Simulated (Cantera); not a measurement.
## Premixed flame

A freely propagating, adiabatic, planar premixed flame of H2 : O2 : N2 = 1 : 0.2 : 0.752 (molar parts), equivalence ratio 2.5, unburnt at 575 K and 0.150 bar; mixture-averaged transport, grid criteria slope 0.08 and curve 0.16, no radiation.

Cantera simulation using the H2/O2 subset of GRI-Mech 3.0, which has no nitrogen chemistry; the numbers are that mechanism's predictions, not measurements. Burning velocities carry a grid error of a few per cent, more on coarse grids.

```json
[
 {"z (mm)": "-16.0", "T (K)": "575", "u (m/s)": "6.19", "x H2": "0.512", "x O2": "0.102", "x H": "<1e-8", "x H2O2": "<1e-8", "x H2O": "<1e-8", "x HO2": "<1e-8"},
 {"z (mm)": "-10.7", "T (K)": "575", "u (m/s)": "6.19", "x H2": "0.512", "x O2": "0.102", "x H": "<1e-8", "x H2O2": "<1e-8", "x H2O": "<1e-8", "x HO2": "<1e-8"},
 {"z (mm)": "-8.01", "T (K)": "575", "u (m/s)": "6.19", "x H2": "0.512", "x O2": "0.102", "x H": "<1e-8", "x H2O2": "<1e-8", "x H2O": "<1e-8", "x HO2": "<1e-8"},
 {"z (mm)": "-5.34", "T (K)": "575", "u (m/s)": "6.19", "x H2": "0.512", "x O2": "0.102", "x H": "5.97e-7", "x H2O2": "<1e-8", "x H2O": "9.08e-8", "x HO2": "9.88e-7"},
 {"z (mm)": "-2.67", "T (K)": "590", "u (m/s)": "6.34", "x H2": "0.510", "x O2": "0.102", "x H": "0.000644", "x H2O2": "5.77e-7", "x H2O": "0.000967", "x HO2": "4.62e-5"},
 {"z (mm)": "-1.34", "T (K)": "726", "u (m/s)": "7.70", "x H2": "0.485", "x O2": "0.0981", "x H": "0.0120", "x H2O2": "4.09e-7", "x H2O": "0.0130", "x HO2": "2.88e-5"},
 {"z (mm)": "0", "T (K)": "1073", "u (m/s)": "11.1", "x H2": "0.360", "x O2": "0.0562", "x H": "0.0774", "x H2O2": "1.52e-7", "x H2O": "0.102", "x HO2": "1.09e-5"},
 {"z (mm)": "1.34", "T (K)": "1298", "u (m/s)": "13.4", "x H2": "0.269", "x O2": "0.00541", "x H": "0.119", "x H2O2": "6.60e-8", "x H2O": "0.201", "x HO2": "1.03e-6"},
 {"z (mm)": "2.67", "T (K)": "1379", "u (m/s)": "14.1", "x H2": "0.266", "x O2": "0.000543", "x H": "0.114", "x H2O2": "5.18e-8", "x H2O": "0.212", "x HO2": "9.67e-8"},
 {"z (mm)": "5.34", "T (K)": "1473", "u (m/s)": "15.0", "x H2": "0.275", "x O2": "0.000242", "x H": "0.102", "x H2O2": "5.36e-8", "x H2O": "0.214", "x HO2": "3.98e-8"},
 {"z (mm)": "10.7", "T (K)": "1581", "u (m/s)": "16.0", "x H2": "0.285", "x O2": "0.000208", "x H": "0.0859", "x H2O2": "4.71e-8", "x H2O": "0.215", "x HO2": "3.17e-8"},
 {"z (mm)": "21.4", "T (K)": "1695", "u (m/s)": "17.0", "x H2": "0.296", "x O2": "0.000158", "x H": "0.0690", "x H2O2": "3.29e-8", "x H2O": "0.217", "x HO2": "2.34e-8"},
 {"z (mm)": "42.7", "T (K)": "1805", "u (m/s)": "17.9", "x H2": "0.307", "x O2": "0.000104", "x H": "0.0524", "x H2O2": "1.91e-8", "x H2O": "0.219", "x HO2": "1.61e-8"}
]
```
x: mole fraction of selected species; z is measured from the peak of heat release.

```json
{
 "laminar_burning_velocity": "619 cm/s",
 "thermal_thickness": "5.34 mm",
 "peak x(H)": "0.119",
 "peak x(H2O2)": "7.19e-7",
 "peak x(HO2)": "4.66e-5",
 "grid_points": "149"
}
```
